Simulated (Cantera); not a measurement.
A closed system holds: 1 mol Si, 0.11 mol CO2, 140 mol N2, at 0.133 bar.

These are equilibrium values from Cantera (NASA tables, ideal gas, pure condensed phases), not measurements of a reactor. Candidate condensed phases: C, Si, SiC, SiO2, Si2N2O, Si3N4; 34 gas species. N2 is the only nitrogen source here; it is nearly inert below about 1500 K, so the nitride shown seldom forms there in practice. Mutual solubility and eutectic melting of coexisting phases are not modelled. The numbers say what is thermodynamically allowed, not how fast it happens.

Task: Which condensed phases are stable at each of these points (T (K)): 1173, 1273, 1373, 1473, 1573, 1673, 1773, 1873, 1973, 2073, 2173, 2273?

Result: 
| T (K) | condensed phases | Si condensed (%) |
|---|---|---|
| 1173 | C(graphite) + Si2N2O(s) + Si3N4(s) | 100.0 |
| 1273 | C(graphite) + Si2N2O(s) + Si3N4(s) | 100.0 |
| 1373 | C(graphite) + Si2N2O(s) + Si3N4(s) | 100.0 |
| 1473 | C(graphite) + Si2N2O(s) + Si3N4(s) | 100.0 |
| 1573 | Si2N2O(s) + Si3N4(s) | 99.9 |
| 1673 | Si2N2O(s) + Si3N4(s) | 99.2 |
| 1773 | Si2N2O(s) + Si3N4(s) | 92.2 |
| 1873 | Si3N4(s) | 88.6 |
| 1973 | SiC(s) + Si3N4(s) | 79.4 |
| 2073 | Si(l) + SiC(s) | 70.4 |
| 2173 | Si(l) + SiC(s) | 46.7 |
| 2273 | gas only | 0.0 |

From 1173 K to 1473 K the condensed part is C(graphite) + Si2N2O(s) + Si3N4(s). From 1573 K to 1773 K the condensed part is Si2N2O(s) + Si3N4(s). At 1873 K the condensed part is Si3N4(s). At 1973 K the condensed part is SiC(s) + Si3N4(s). From 2073 K to 2173 K the condensed part is Si(l) + SiC(s). At 2273 K nothing is condensed.
